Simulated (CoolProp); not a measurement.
Properties of sulfur dioxide at several states.

Values from CoolProp's reference Helmholtz-energy equation of state, Gao 2016.

| T (K) | p (bar) | phase | density (kg/m³) | cp (kJ/(kg K)) |
|---|---|---|---|---|
| 330.4 | 0.109 | gas | 0.2545 | 0.6425 |
| 208.1 | 70.3 | liquid | 1609 | 1.372 |
| 303.5 | 0.162 | gas | 0.4123 | 0.6295 |
| 484.8 | 0.952 | gas | 1.517 | 0.7228 |
